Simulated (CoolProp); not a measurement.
The numbers come from the reference Helmholtz-energy equation of state, Lemmon 2006 in CoolProp. It is a short technical equation, of lower accuracy than the large ones.

Problem. Give the vapour pressure (bar), liquid density (kg/m³), vapour density (kg/m³), surface tension (mN/m) of saturated acetone at 312.3, 427.2 K.

Solution. 
```tsv
T (K)	p (bar)	liquid density (kg/m³)	vapour density (kg/m³)	surface tension (mN/m)
312.3	0.548	769	1.27	20.9
427.2	12.4	612	26.6	7.51
```

Surface tension comes from a separate correlation (Mulero 2012).
